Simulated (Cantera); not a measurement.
Charge: 1 mol acetone, 0.81 mol H2O, a varied amount of H2, at 890000 Pa.

Method: chemical equilibrium by Gibbs-energy minimisation in Cantera with the NASA 1993 tables (ideal gas, pure condensed phases). Candidate condensed phases: C, C6H6, C7H8, C8H18, H2O; 110 gas species. The feed counts by its element totals alone. Equilibrium is a limit: real reactors are often held back by kinetics, nucleation or transport.

What condenses at these points (T in °C, n(H2) in mol): (2027, 9.7); (2627, 5.5); (2327, 8.6); (2127, 9.7); (2727, 11)?


| T (°C) | n(H2) in mol | condensed phases | C condensed (%) |
|---|---|---|---|
| 2027 | 9.7 | C | 35.0 |
| 2627 | 5.5 | C | 11.3 |
| 2327 | 8.6 | C | 25.8 |
| 2127 | 9.7 | C | 32.7 |
| 2727 | 11 | gas only | 0.0 |
